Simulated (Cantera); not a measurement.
A Cantera script and its output.

```python
import numpy as np
import cantera as ct

gas = ct.Solution("gri30.yaml")
gas.TPX = 1525, 500000, {'CH4': 1, 'O2': 3.39, 'N2': 37.3}
reactor = ct.IdealGasConstPressureReactor(gas, energy="on", clone=False)
net = ct.ReactorNet([reactor])
net.rtol, net.atol = 1e-08, 1e-16
show = ['CH4', 'O2', 'O', 'H2O2', 'NO2', 'C2H2']
times = np.geomspace(7e-06, 7, 16)

steps = ct.SolutionArray(gas, extra=["t"])
rows = []
print(f"{'t/s':>10s}{'T/K':>9s}{'P/Pa':>11s}" + "".join(f"{s:>11s}" for s in show))
for t in times:
    while net.time < t:
        t_next = net.step()
        steps.append(gas.state, t=t_next)
    rows.append([np.interp(t, steps.t, y) for y in (steps.T, steps.P, *steps(*show).X.T)])
    print(f"{t:10.3e}{rows[-1][0]:9.1f}{rows[-1][1]:11.4g}" + "".join(f"{x:11.3e}" for x in rows[-1][2:]))
rate = np.gradient(steps.T, steps.t)
print("integrator steps:", len(steps.t))
if steps.T.max() > steps.T[0] + 200:
    print(f"time of steepest temperature rise: {steps.t[rate.argmax()]:.4e} s")
gas.TPX = 1525, 500000, {'CH4': 1, 'O2': 3.39, 'N2': 37.3}
gas.equilibrate("HP")
print(f"equilibrium (HP): T = {gas.T:.1f} K  " + "  ".join(f"{s} {gas[s].X[0]:.3e}" for s in show))
```

Result:

```
       t/s      T/K       P/Pa        CH4         O2          O       H2O2        NO2       C2H2
 7.000e-06   1525.0      5e+05  2.399e-02  8.131e-02  8.361e-09  3.536e-09  4.058e-19  2.363e-15
 1.758e-05   1525.0      5e+05  2.398e-02  8.131e-02  1.439e-08  9.150e-09  8.313e-18  1.385e-13
 4.417e-05   1525.0      5e+05  2.397e-02  8.131e-02  3.582e-08  1.840e-08  1.872e-16  9.543e-12
 1.109e-04   1525.1      5e+05  2.389e-02  8.126e-02  1.216e-07  2.869e-08  4.671e-15  1.024e-09
 2.787e-04   1527.9      5e+05  2.319e-02  8.085e-02  4.544e-07  1.266e-07  2.492e-13  1.308e-07
 7.000e-04   2031.4      5e+05  1.315e-17  3.328e-02  3.660e-04  9.892e-08  4.468e-08 -3.331e-20
 1.758e-03   2044.4      5e+05 -7.029e-18  3.318e-02  7.679e-05  4.159e-08  3.764e-08  5.763e-26
 4.417e-03   2044.3      5e+05  1.463e-22  3.317e-02  7.648e-05  4.151e-08  5.362e-08  1.705e-28
 1.109e-02   2044.3      5e+05  1.458e-22  3.316e-02  7.643e-05  4.150e-08  9.374e-08  1.464e-28
 2.787e-02   2044.1      5e+05  1.453e-22  3.312e-02  7.629e-05  4.145e-08  1.934e-07  1.451e-28
 7.000e-02   2043.7      5e+05  1.442e-22  3.304e-02  7.597e-05  4.135e-08  4.368e-07  1.420e-28
 1.758e-01   2042.8      5e+05  1.415e-22  3.284e-02  7.521e-05  4.110e-08  1.003e-06  1.352e-28
 4.417e-01   2040.8      5e+05  1.364e-22  3.243e-02  7.369e-05  4.060e-08  2.159e-06  1.228e-28
 1.109e+00   2038.0      5e+05  1.296e-22  3.184e-02  7.154e-05  3.988e-08  3.800e-06  1.079e-28
 2.787e+00   2036.3      5e+05  1.258e-22  3.149e-02  7.025e-05  3.945e-08  4.795e-06  1.002e-28
 7.000e+00   2036.2      5e+05  1.254e-22  3.145e-02  7.011e-05  3.940e-08  4.902e-06  9.936e-29
integrator steps: 1814
time of steepest temperature rise: 5.5448e-04 s
equilibrium (HP): T = 2036.2 K  CH4 2.070e-22  O2 3.145e-02  O 7.011e-05  H2O2 3.940e-08  NO2 4.902e-06  C2H2 1.192e-28
```

Cantera simulation using GRI-Mech 3.0 (53 species, 325 reactions); the numbers are that mechanism's predictions, not measurements.
